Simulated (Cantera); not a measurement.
Source: NASA polynomial tables (part measured, part estimated), evaluated in Cantera. Values are per mole of reaction as written; species without (g) are pure solids or liquids, kept so even where they would boil at 1 bar.

2 H(g) + MgBr2 = 2 HBr(g) + Mg

```json
[
 {"T (K)": "425", "ΔH° (kJ)": "11.2", "ΔS° (J/K)": "71.6", "ΔG° (kJ)": "-19.3", "log10 K": "2.37"},
 {"T (K)": "500", "ΔH° (kJ)": "___", "ΔS° (J/K)": "___", "ΔG° (kJ)": "___", "log10 K": "___"},
 {"T (K)": "575", "ΔH° (kJ)": "5.9", "ΔS° (J/K)": "61.0", "ΔG° (kJ)": "-29.2", "log10 K": "2.65"},
 {"T (K)": "650", "ΔH° (kJ)": "3.3", "ΔS° (J/K)": "56.7", "ΔG° (kJ)": "-33.6", "log10 K": "2.70"},
 {"T (K)": "725", "ΔH° (kJ)": "___", "ΔS° (J/K)": "___", "ΔG° (kJ)": "___", "log10 K": "___"},
 {"T (K)": "800", "ΔH° (kJ)": "___", "ΔS° (J/K)": "___", "ΔG° (kJ)": "___", "log10 K": "___"},
 {"T (K)": "875", "ΔH° (kJ)": "___", "ΔS° (J/K)": "___", "ΔG° (kJ)": "___", "log10 K": "___"}
]
```

Some entries are withheld; supply them.


- 500, ΔH° (kJ): 8.5
- 500, ΔS° (J/K): 65.9
- 500, ΔG° (kJ): -24.4
- 500, log10 K: 2.55
- 725, ΔH° (kJ): 0.7
- 725, ΔS° (J/K): 52.9
- 725, ΔG° (kJ): -37.7
- 725, log10 K: 2.71
- 800, ΔH° (kJ): -1.9
- 800, ΔS° (J/K): 49.6
- 800, ΔG° (kJ): -41.5
- 800, log10 K: 2.71
- 875, ΔH° (kJ): -4.3
- 875, ΔS° (J/K): 46.6
- 875, ΔG° (kJ): -45.1
- 875, log10 K: 2.69
